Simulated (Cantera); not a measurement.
A closed system holds: 1 mol MgF2, 0.15 mol O2, 6.2 mol H2, held at 1825 K and 6.00 Torr.

Method: chemical equilibrium by Gibbs-energy minimisation in Cantera with the NASA 1993 tables (ideal gas, pure condensed phases). Candidate condensed phases: H2O, Mg, MgF2, MgO, Mg(OH)2; 31 gas species. The tables' values for MgH are old estimates; treat these amounts as uncertain. Equilibrium is a limit: real reactors are often held back by kinetics, nucleation or transport.

Base state: H2 0.750, HF 0.147, MgF2 0.0555, Mg 0.0314, MgF 0.00954, H 0.00426, H2O 0.00290, MgH 3.35e-5 (mole fractions); condensed: MgO(s).

Task: What changes in the equilibrium state with this change: temperature from 1825 K to 925 K?

Result: 
```csv
species,before,after
H2,0.750,0.950
H2O,0.00290,0.0467
HF,0.147,0.00314
MgF2,0.0555,<1e-9
Mg,0.0314,<1e-9
MgF,0.00954,<1e-9
H,0.00426,2.84e-9
MgH,3.35e-5,<1e-9
"MgO(s), mol",0.278,0.00974
"MgF2(s), mol",0,0.990
```
